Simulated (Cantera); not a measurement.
Input: 1 mol Fe₂O₃, 3 mol H₂, 0.66 mol H₂O, equilibrated at 26.0 Pa.

Method: chemical equilibrium by Gibbs-energy minimisation in Cantera with the NASA 1993 tables (ideal gas, pure condensed phases). Candidate condensed phases: Fe, FeO, Fe(OH)₂, Fe(OH)₃, Fe₂O₃, Fe₃O₄, H₂O; 12 gas species. The tables' stoichiometric FeO is somewhat more stable than real wüstite, so its field is too wide. FeO: taken at fixed stoichiometry. Kinetics and transport are ignored.

### Question
At 1923 K, list the 6 most abundant gas species with their mole fractions, and the condensed phases.

### Answer
H₂O 0.518, H₂ 0.292, Fe 0.149, H 0.0315, OH 0.00483, FeO 0.00435. Condensed: FeO(l).
